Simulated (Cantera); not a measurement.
Feed: 1 mol SO₂, 4 mol H₂O, 6 mol O₂, at 3127 °C and 7.50 Torr.

Equilibrium computed with Cantera from the NASA thermochemical tables; the gas is ideal and each condensed phase is pure. Candidate condensed phases: H₂O, H₂SO₄, S; 19 gas species. Kinetics and transport are ignored.

Base state: O 0.625, H 0.290, S 0.0287, O₂ 0.0270, OH 0.0141, SO 0.00970, H₂ 0.00385, SO₂ 0.000615 (mole fractions); condensed: gas only.

Problem. What changes in the equilibrium state with this change: temperature from 3127 °C to 902 °C?

Solution. 
```tsv
species	before	after
O₂	0.0270	0.545
H₂O	0.000431	0.364
SO₂	0.000615	0.0889
O	0.625	1.08e-7
H	0.290	<1e-9
S	0.0287	<1e-9
OH	0.0141	1.62e-5
SO	0.00970	<1e-9
SO₃	5.91e-9	0.00208
SH	0.000109	<1e-9
H₂	0.00385	3.68e-8
S₂	1.63e-5	<1e-9
```
